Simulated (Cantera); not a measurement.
A closed system holds: 1 mol SiO2, 1.5 mol C, 7.4 mol H2, held at 89.0 mbar.

Method: chemical equilibrium by Gibbs-energy minimisation in Cantera with the NASA 1993 tables (ideal gas, pure condensed phases). Candidate condensed phases: C, C6H6, C7H8, C8H18, H2O, Si, SiC, SiO2; 123 gas species. Gases not in the tables: Si2H6 and higher silanes. The numbers say what is thermodynamically allowed, not how fast it happens. All values below are at 2075 K.

Base state: H2 0.780, CO 0.133, SiO 0.0790, H 0.00788, Si 0.000603, SiH 9.09e-5, SiH2 6.58e-5, Si2C 2.24e-5 (mole fractions); condensed: SiC(s).

**Question.** What changes in the equilibrium state with this change: pressure from 89.0 mbar to 1.60 mbar?

**Answer.** 
```tsv
species	before	after
H2	0.780	0.713
CO	0.133	0.140
SiO	0.0790	0.0600
H	0.00788	0.0562
Si	0.000603	0.0284
SiC2	6.46e-7	4.24e-5
Si2C	2.24e-5	0.00106
Si2	3.92e-6	0.000156
Si3	4.27e-7	1.44e-5
SiH	9.09e-5	0.000549
SiC(s), mol	0.246	0.0868
```

**Question.** What changes in the equilibrium state with this change: pressure from 89.0 mbar to 58.0 Pa?

**Answer.** 
| species | before | after |
|---|---|---|
| H2 | 0.780 | 0.670 |
| CO | 0.133 | 0.144 |
| H | 0.00788 | 0.0905 |
| Si | 0.000603 | 0.0452 |
| SiO | 0.0790 | 0.0491 |
| SiC2 | 6.46e-7 | 3.54e-5 |
| Si2 | 3.92e-6 | 0.000144 |
| Si2C | 2.24e-5 | 0.000702 |
| SiH | 9.09e-5 | 0.000510 |
| SiC(s), mol | 0.246 | 0 |
